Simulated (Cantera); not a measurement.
A perfectly stirred reactor is fed with C2H6 : N2 = 1 : 22 (molar parts), at 1.00 bar; it is held at 1875 K, and followed from long to short residence time.

Model: GRI-Mech 3.0 (53 species, 325 reactions), integrated in Cantera. GRI-Mech 3.0 stops at C3 and has no aromatics, soot or wall deposition, so with more carbon than oxygen in the feed, carbon stays in small species such as C2H2 where larger ones or solid carbon would form.

Question: What does this change do: 1.2 parts H2O added?

Answer: 
| quantity | before | after |
|---|---|---|
| x(C2H6) at τ = 28.0 s | 2.50e-8 | 2.63e-8 |
| x(C2H4) at τ = 28.0 s | 4.42e-5 | 2.78e-5 |
| x(H2) at τ = 28.0 s | 0.0794 | 0.137 |
| x(C2H2) at τ = 28.0 s | 0.0393 | 0.0143 |
| x(HCN) at τ = 28.0 s | 0.00103 | 0.000636 |
| x(C2H6) at τ = 0.140 s | 4.09e-6 | 3.87e-6 |
| x(C2H4) at τ = 0.140 s | 6.50e-5 | 5.99e-5 |
| x(H2) at τ = 0.140 s | 0.0754 | 0.104 |
| x(C2H2) at τ = 0.140 s | 0.0384 | 0.0237 |
| x(HCN) at τ = 0.140 s | 8.17e-5 | 5.38e-5 |
